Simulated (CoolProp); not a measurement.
Saturation properties of n-butane.

Computed with CoolProp (reference Helmholtz-energy equation of state, Bücker 2006).

```
T (K)  p (MPa)  vapour density (kg/m³)  surface tension (mN/m)
-----  -------  ----------------------  ----------------------
240.8  0.02508                  0.7394                    18.7
248.1  0.03582                   1.030                       …
255.4  0.04998                   1.403                    16.9
262.7        …                   1.875                    16.1
270    0.09148                   2.463                    15.2
277.3        …                   3.185                    14.3
284.6   0.1561                   4.061                    13.5
291.8   0.1987                   5.097                    12.6
299.1   0.2506                   6.347                    11.8
306.4   0.3121                   7.824                    11.0
313.7   0.3843                   9.558                       …
321     0.4685                   11.58                    9.38
328.3   0.5658                       …                    8.59
335.6   0.6773                   16.67                       …
342.9        …                   19.83                    7.05
```

Problem. Complete the blanks.

Solution. 
- 248.1, surface tension (mN/m): 17.8
- 262.7, p (MPa): 0.06827
- 277.3, p (MPa): 0.1205
- 313.7, surface tension (mN/m): 10.2
- 328.3, vapour density (kg/m³): 13.94
- 335.6, surface tension (mN/m): 7.81
- 342.9, p (MPa): 0.8044

It boils at 272.7 K under 1 atm.

Surface tension comes from a separate correlation (Mulero 2012).
